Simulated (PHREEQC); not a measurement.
Consider water at 47 °C with 0.002 mol HF, 0.00044 mol (NH4)2SiF6 and 0.00054 mol H2SO4 per kg of water. Closed to the air; pH follows from the charge balance.

The numbers come from PHREEQC with the ion-association model, phreeqc.dat.

Each row changes one thing in this solution. This is a speciation only: nothing precipitates in the calculation.

```tsv
case	pH	ionic strength (mol/kgw)	HF (mol/kgw)	F- (mol/kgw)	SO4-2 (mol/kgw)	H4SiO4 (mol/kgw)	SI of Quartz (SiO2)
as made	2.88	0.00288	0.00274	0.000971	0.000454	0.000289	+0.14
0.00091 mol/kgw TMAH added	3.08	0.00331	0.00236	0.00133	0.000481	0.000286	+0.13
HF replaced by HBF4 at the same molality	2.62	0.00413	0.00420	0.000839	0.000408	0.000138	-0.18
temperature from 47 to 40 °C	2.85	0.00303	0.00243	0.000932	0.000462	0.000231	+0.13
diluted 10-fold with water	3.53	0.000439	0.000182	0.000282	5.17e-5	4.40e-5	-0.68
```

Complexes and solids missing from the database can't appear. Some of these states are supersaturated (in Quartz (slow to form), for instance). (CH3)4N+ isn't in the database: it is added as a free cation with an ion size of 4 Å. At this temperature some constants are extrapolated from 25 °C, and those without enthalpy data are left unchanged. SiF6-2 is the database's only silicon fluoride.
